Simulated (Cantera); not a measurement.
Input: 1 mol SiC, 0.043 mol CO2, 150 mol N2, 0.002 mol CH4, held at 100 Torr.

Cantera equilibrium calculation (NASA polynomials, part measured and part estimated; ideal gas, pure solids and liquids). Candidate condensed phases: C, C6H6, C7H8, C8H18, H2O, Si, SiC, SiO2, Si2N2O, Si3N4; 151 gas species. N2 is the only nitrogen source here; it is nearly inert below about 1500 K, so the nitride shown seldom forms there in practice. Mutual solubility and eutectic melting of coexisting phases are not modelled. Rates play no part.

**Question.** At 1475 K, list the 3 most abundant gas species with their mole fractions, and the condensed phases.

**Answer.** N2 1.000, CO 0.000219, H2 2.45e-5. Condensed: C(graphite) + Si2N2O(s) + Si3N4(s).
